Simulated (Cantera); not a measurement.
An isothermal, constant-pressure homogeneous reactor starts with 8.76 % H2, 91.2 % O2, at 1200 K and 880 Pa.

Computed with Cantera and the H2/O2 subset of GRI-Mech 3.0, which has no nitrogen chemistry. Radical loss at walls, strong at low pressure, is not modelled. The temperature is held fixed by assumption; the heat of reaction is taken as removed at once.

One state of this run: x H2 = 0.00185; x O2 = 0.863; x H = 0.0140; x OH = 0.00491; x HO2 = 3.40e-6; x H2O2 = 9.62e-8. x: mole fraction; the columns are a selection and need not sum to one.

**Question.** Which value of t (s) does it belong to?
A) 0.0171
B) 6.16
C) 1.90
D) 0.00527

**Answer.** A, 0.0171
